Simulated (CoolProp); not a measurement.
Vapour-liquid equilibrium of carbonyl sulfide (1) + propane (2) at 70.55 °C; x and y are mole fractions of (1).

Values from CoolProp's multi-fluid Helmholtz-energy mixture model, Lemmon 2006 and Lemmon 2009; pair parameters Bell 2016.

```json
[
 {"x": "0.05", "bubble pressure (MPa)": "…", "y at the bubble point": "0.059", "dew pressure at overall composition x (MPa)": "2.657", "liquid density (mol/L)": "9.269"},
 {"x": "0.15", "bubble pressure (MPa)": "2.756", "y at the bubble point": "…", "dew pressure at overall composition x (MPa)": "2.739", "liquid density (mol/L)": "9.591"},
 {"x": "0.25", "bubble pressure (MPa)": "…", "y at the bubble point": "0.279", "dew pressure at overall composition x (MPa)": "2.817", "liquid density (mol/L)": "9.947"},
 {"x": "0.35", "bubble pressure (MPa)": "2.918", "y at the bubble point": "0.382", "dew pressure at overall composition x (MPa)": "…", "liquid density (mol/L)": "10.34"},
 {"x": "0.45", "bubble pressure (MPa)": "2.993", "y at the bubble point": "0.483", "dew pressure at overall composition x (MPa)": "2.968", "liquid density (mol/L)": "…"},
 {"x": "0.55", "bubble pressure (MPa)": "3.066", "y at the bubble point": "…", "dew pressure at overall composition x (MPa)": "3.042", "liquid density (mol/L)": "11.23"},
 {"x": "0.65", "bubble pressure (MPa)": "3.140", "y at the bubble point": "0.680", "dew pressure at overall composition x (MPa)": "3.117", "liquid density (mol/L)": "11.73"},
 {"x": "0.75", "bubble pressure (MPa)": "3.216", "y at the bubble point": "…", "dew pressure at overall composition x (MPa)": "3.195", "liquid density (mol/L)": "12.27"},
 {"x": "0.85", "bubble pressure (MPa)": "3.296", "y at the bubble point": "0.868", "dew pressure at overall composition x (MPa)": "3.280", "liquid density (mol/L)": "12.84"},
 {"x": "0.95", "bubble pressure (MPa)": "3.381", "y at the bubble point": "…", "dew pressure at overall composition x (MPa)": "3.374", "liquid density (mol/L)": "13.46"}
]
```

### Question
What belongs in the gaps?

### Answer

- 0.05, bubble pressure (MPa): 2.664
- 0.15, y at the bubble point: 0.172
- 0.25, bubble pressure (MPa): 2.840
- 0.35, dew pressure at overall composition x (MPa): 2.894
- 0.45, liquid density (mol/L): 10.76
- 0.55, y at the bubble point: 0.582
- 0.75, y at the bubble point: 0.775
- 0.95, y at the bubble point: 0.957

No azeotrope shows between x = 0.05 and 0.95.

Pair parameters are fitted to limited data, so mixtures are less certain than the pure fluids.
